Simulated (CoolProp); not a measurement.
Toluene along the isobar 16100 kPa: density (kg/m³) from the reference equation and from simpler models built on Tc = 591.7 K, pc = 4126 kPa, ω = 0.266; each cubic takes its own stable root.

Values from CoolProp's reference Helmholtz-energy equation of state, Lemmon 2006. It is a short technical equation, of lower accuracy than the large ones.

```json
[
 {"T (K)": "495.5", "phase": "liquid", "reference": "692.6", "Redlich-Kwong": "614.3", "Soave-Redlich-Kwong": "628.8", "Peng-Robinson": "706.5"},
 {"T (K)": "503.8", "phase": "liquid", "reference": "684.0", "Redlich-Kwong": "606.6", "Soave-Redlich-Kwong": "620.4", "Peng-Robinson": "696.9"},
 {"T (K)": "512.1", "phase": "liquid", "reference": "675.3", "Redlich-Kwong": "598.9", "Soave-Redlich-Kwong": "611.8", "Peng-Robinson": "687.0"},
 {"T (K)": "520.4", "phase": "liquid", "reference": "666.4", "Redlich-Kwong": "591.0", "Soave-Redlich-Kwong": "603.1", "Peng-Robinson": "676.8"},
 {"T (K)": "528.7", "phase": "liquid", "reference": "657.3", "Redlich-Kwong": "583.1", "Soave-Redlich-Kwong": "594.1", "Peng-Robinson": "666.4"},
 {"T (K)": "537", "phase": "liquid", "reference": "648.1", "Redlich-Kwong": "575.1", "Soave-Redlich-Kwong": "585.0", "Peng-Robinson": "655.8"},
 {"T (K)": "545.3", "phase": "liquid", "reference": "638.8", "Redlich-Kwong": "566.9", "Soave-Redlich-Kwong": "575.7", "Peng-Robinson": "644.8"},
 {"T (K)": "553.6", "phase": "liquid", "reference": "629.3", "Redlich-Kwong": "558.7", "Soave-Redlich-Kwong": "566.1", "Peng-Robinson": "633.6"},
 {"T (K)": "561.9", "phase": "liquid", "reference": "619.6", "Redlich-Kwong": "550.4", "Soave-Redlich-Kwong": "556.4", "Peng-Robinson": "622.2"},
 {"T (K)": "570.2", "phase": "liquid", "reference": "609.8", "Redlich-Kwong": "542.0", "Soave-Redlich-Kwong": "546.4", "Peng-Robinson": "610.4"},
 {"T (K)": "578.5", "phase": "liquid", "reference": "599.7", "Redlich-Kwong": "533.5", "Soave-Redlich-Kwong": "536.3", "Peng-Robinson": "598.4"},
 {"T (K)": "586.8", "phase": "liquid", "reference": "589.5", "Redlich-Kwong": "524.9", "Soave-Redlich-Kwong": "526.0", "Peng-Robinson": "586.2"},
 {"T (K)": "595.1", "phase": "supercritical", "reference": "579.2", "Redlich-Kwong": "516.3", "Soave-Redlich-Kwong": "515.5", "Peng-Robinson": "573.7"},
 {"T (K)": "603.4", "phase": "supercritical", "reference": "568.6", "Redlich-Kwong": "507.5", "Soave-Redlich-Kwong": "504.9", "Peng-Robinson": "561.1"},
 {"T (K)": "611.7", "phase": "supercritical", "reference": "557.9", "Redlich-Kwong": "498.7", "Soave-Redlich-Kwong": "494.1", "Peng-Robinson": "548.2"},
 {"T (K)": "620", "phase": "supercritical", "reference": "547.0", "Redlich-Kwong": "489.9", "Soave-Redlich-Kwong": "483.1", "Peng-Robinson": "535.1"}
]
```
